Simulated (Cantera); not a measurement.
A closed system holds: 1 mol MgO, 0.13 mol H₂S, 2.8 mol N₂, held at 9700 Pa.

These are equilibrium values from Cantera (NASA tables, ideal gas, pure condensed phases), not measurements of a reactor. Candidate condensed phases: H₂O, H₂SO₄, Mg, MgO, Mg(OH)₂, MgS, MgSO₄, S; 43 gas species. Mutual solubility and eutectic melting of coexisting phases are not modelled. Kinetics and transport are ignored. All values below are at 1125 °C.

Base state: N₂ 0.939, H₂ 0.0339, S₂ 0.0169, H₂S 0.00847, H₂O 0.00111, SH 0.000251 (mole fractions); condensed: MgO(s) + MgS(s).

### Question
What changes in the equilibrium state with this change: N₂ from 2.8 to 26 mol?

### Answer
```tsv
species	before	after
N₂	0.939	0.993
H₂	0.0339	0.00449
S₂	0.0169	0.00223
H₂O	0.00111	5.33e-5
H₂S	0.00847	0.000408
SH	0.000251	3.32e-5
MgO(s), mol	0.997	0.999
MgS(s), mol	0.00331	0.00140
```
